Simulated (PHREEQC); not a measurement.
# Copper plating or etch bath

Dissolve 0.0026 mol Cu(NO3)2, 0.19 mol HNO3 and 6e-05 mol FeCl3 per kg of water at 20 °C. Closed to the air; pH follows from the charge balance.

Equilibrium calculation in PHREEQC: ion-association model, wateq4f.dat.

Each row changes one thing in this solution. No solid was allowed to form.

| case | pH | ionic strength (mol/kgw) | CuOH+ (mol/kgw) | SI of Tenorite (CuO) | SI of Cu(OH)2 (Cu(OH)2) |
|---|---|---|---|---|---|
| as made | 0.82 | 0.198 | 7.81e-11 | -9.24 | -10.26 |
| temperature from 20 to 70 °C | 0.83 | 0.198 | 7.42e-11 | -7.61 | -8.63 |
| temperature from 20 to 75 °C | 0.83 | 0.198 | 7.38e-11 | -7.48 | -8.50 |
| 0.002 mol/kgw H4SiO4 added | 0.82 | 0.198 | 7.81e-11 | -9.24 | -10.26 |
| 0.33 mol/kgw Cd(NO3)2 added | [?] | [?] | 6.23e-11 | -9.38 | -10.41 |
| FeCl3 left out | 0.82 | 0.198 | 7.81e-11 | -9.24 | -10.26 |
| FeCl3 from 6e-05 to 9e-05 mol/kgw | 0.82 | 0.198 | 7.81e-11 | -9.24 | -10.26 |

Task: Some entries are withheld; supply them.

Result: 
- 0.33 mol/kgw Cd(NO3)2 added, pH: 0.85
- 0.33 mol/kgw Cd(NO3)2 added, ionic strength (mol/kgw): 0.946

The ionic strength passes 0.7 mol/kgw, the rough limit of the ion-association models, in 0.33 mol/kgw Cd(NO3)2 added. Some of these states are supersaturated (in Hematite (slow to form), SiO2(a), Quartz (slow to form), for instance). Constants without temperature data keep their 25 °C values here.
